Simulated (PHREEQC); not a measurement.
Make-up at 20 °C: 0.0062 mol NH4BF4, 5.5e-05 mol NaBr and 0.00014 mol Ca(OH)2 per kg of water. Closed to the air; pH follows from the charge balance.

All values are PHREEQC results (ion-association model, wateq4f.dat), not measurements.

This is a speciation only: nothing precipitates in the calculation.

Order these B species by the share of B that they hold, largest first: BF4-, BF2(OH)2-, BF3OH-, H3BO3.

BF4- (71 %), H3BO3 (17 %), BF3OH- (8.4 %), BF2(OH)2- (3.4 %)

The pH is 3.02 and the ionic strength 0.00770 mol/kgw. The solution is supersaturated, for example in Fluorite, so a real one may precipitate; this is no full list. Complexes and solids missing from the database can't appear. Real BF4- forms and hydrolyses slowly; the run takes it at equilibrium.
